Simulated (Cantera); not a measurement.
A closed system holds: 1 mol CH3F, 0.05 mol H2, equilibrated at 2223 K and 0.100 bar.

Cantera equilibrium calculation (NASA polynomials, part measured and part estimated; ideal gas, pure solids and liquids). Rates play no part.

```json
[
 {"species": "H2", "before": "0.500", "after": "0.491"},
 {"species": "HF", "before": "0.484", "after": "0.482"},
 {"species": "H", "before": "0.0143", "after": "0.0255"},
 {"species": "F", "before": "1.29e-5", "after": "2.32e-5"},
 {"species": "C2H2 (acetylene)", "before": "0.00145", "after": "0.00143"},
 {"species": "C(graphite), mol", "before": "0.994", "after": "0.994"}
]
```
Gas species are given as mole fractions.

**Question.** Which change was made?
(A) temperature from 2223 K to 923 K
(B) pressure from 0.100 bar to 1.33 mbar
(C) pressure from 0.100 bar to 31.0 mbar
(D) temperature from 2223 K to 1150 K

**Answer.** C, pressure from 0.100 bar to 31.0 mbar
